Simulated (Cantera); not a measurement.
# BN + N2 (sublimation and decomposition of ceramics)

Charge: 1 mol BN, 0.14 mol N2, at 1330 Pa.

These are equilibrium values from Cantera (NASA tables, ideal gas, pure condensed phases), not measurements of a reactor. Candidate condensed phases: B, BN; 5 gas species. Kinetics and transport are ignored.

```csv
T (K),x N2,x B,x BN,x B2,x N,n BN(s),n B(l)
1598,1.00,4.90e-12,2.30e-12,<1e-12,5.54e-12,1.00,0
1798,1.00,4.14e-9,9.43e-10,<1e-12,3.06e-10,1.00,0
1998,1.000,8.95e-7,1.14e-7,<1e-12,7.59e-9,1.00,0
2198,1.000,7.19e-5,5.67e-6,1.07e-9,1.05e-7,1.000,0
2398,0.998,0.00234,0.000124,2.94e-7,9.44e-7,0,0.998
2598,0.983,0.0161,0.000601,4.41e-6,6.01e-6,0,0.989
2798,0.915,0.0829,0.00224,4.42e-5,2.86e-5,0,0.940
```
x: gas mole fraction; n: condensed amount in mol.

From 1598 K to 2198 K the condensed part is BN(s). From 2398 K to 2798 K the condensed part is B(l).
